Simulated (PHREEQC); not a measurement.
Dissolve 1.54 mmol/kgw HF, 2.7 mmol/kgw NaF and 0.11 mmol/kgw H4SiO4 at 20 °C. Closed to the air; pH follows from the charge balance.

The numbers come from PHREEQC with the ion-association model, wateq4f.dat.

Question: The ionic strength comes out as 0.00305 mol/kgw. What activity coefficients do SiF6-2, HF2-, F-, Na+, H+ get?

Answer: SiF6-2 0.79, HF2- 0.94, F- 0.94, Na+ 0.94, H+ 0.95.

No solid was allowed to form. SiF6-2 is the database's only silicon fluoride.
